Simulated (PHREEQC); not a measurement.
Solution (25 °C): 0.24 mol/kgw Cu(NO3)2, 0.0011 mol/kgw H2SO4 and 0.025 mol/kgw Na2SO4. Closed to the air; pH follows from the charge balance.

Computed with PHREEQC (ion-association model, wateq4f.dat).

No solid was allowed to form.

Problem. What pH, ionic strength, activity of water does the model give?

Solution. pH 2.86; ionic strength 0.736 mol/kgw; activity of water 0.987.

Problem. In which forms is Cu present?

Solution. Cu+2 94 %, CuSO4 6.3 % of the Cu.

Caution: at this ionic strength the ion-association model is outside its range; a Pitzer model would be the better tool where its parameters exist.
